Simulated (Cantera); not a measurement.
A perfectly stirred reactor is fed with CH4 : O2 : N2 : H2 = 1 : 1.33 : 5.01 : 0.047 (molar parts), equivalence ratio 1.5, at 0.670 bar; it is adiabatic with a 425 K inlet, and is followed from long to short residence time, starting on the burning branch (τ in s: 0.027, 0.014, 0.007, 0.0035, 0.0018, 0.0009, 0.00046, 0.00023, 0.00012, 5.9e-05).

Cantera simulation using GRI-Mech 3.0 (53 species, 325 reactions); the numbers are that mechanism's predictions, not measurements.

Task: Predict: blow-out, bracketed by the residence times tried; x(CH4) at τ = 27.0 ms; x(O2) at τ = 27.0 ms; x(C2H6) at τ = 27.0 ms; x(C2H2) at τ = 27.0 ms; x(CH2O) at τ = 27.0 ms; x(CH4) at τ = 0.900 ms; x(O2) at τ = 0.900 ms; x(C2H6) at τ = 0.900 ms; x(C2H2) at τ = 0.900 ms; x(CH2O) at τ = 0.900 ms.

Result: 
```json
{
 "blow_out_bracketed_by_the_residence_times_tried": "burning at 0.900 ms, out at 0.460 ms",
 "x(CH4) at τ = 27.0 ms": "0.00121",
 "x(O2) at τ = 27.0 ms": "0.000558",
 "x(C2H6) at τ = 27.0 ms": "6.88e-7",
 "x(C2H2) at τ = 27.0 ms": "0.000594",
 "x(CH2O) at τ = 27.0 ms": "1.11e-5",
 "x(CH4) at τ = 0.900 ms": "0.00501",
 "x(O2) at τ = 0.900 ms": "0.00894",
 "x(C2H6) at τ = 0.900 ms": "3.02e-5",
 "x(C2H2) at τ = 0.900 ms": "0.00212",
 "x(CH2O) at τ = 0.900 ms": "0.000121"
}
```
